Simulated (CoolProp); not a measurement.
Vapour-liquid equilibrium of dimethyl ether (1) + isobutane (2) at 0.105 MPa; x and y are mole fractions of (1).

The numbers come from the multi-fluid Helmholtz-energy mixture model, Wu 2011 and Bücker 2006; pair parameters Bell 2016 in CoolProp.

```tsv
x	bubble temperature (°C)	y at the bubble point	dew temperature at overall composition x (°C)	liquid density (mol/L)
0.05	-13.1	0.127	-11.7	10.42
0.125	-15.8	0.270	-13.1	10.75
0.2	-17.9	0.376	-14.5	11.08
0.275	-19.4	0.458	-15.9	11.43
0.35	-20.6	0.524	…	11.78
0.425	-21.6	0.581	-18.8	12.16
0.5	-22.4	0.631	-20.2	12.56
0.575	…	0.678	-21.5	12.98
0.65	-23.4	0.723	…	13.43
0.725	-23.8	0.770	-23.4	13.90
0.8	-24.0	0.821	-24.0	14.41
0.875	-24.2	0.878	-24.2	14.95
0.95	-24.1	0.946	-24.1	15.53
```

Problem. Some entries are withheld; supply them.

Solution. 
- 0.35, dew temperature at overall composition x (°C): -17.4
- 0.575, bubble temperature (°C): -23.0
- 0.65, dew temperature at overall composition x (°C): -22.6

y crosses x between x = 0.875 and 0.95: the model has an azeotrope there.

The pair parameters rest on a limited set of measurements; away from them the model extrapolates.
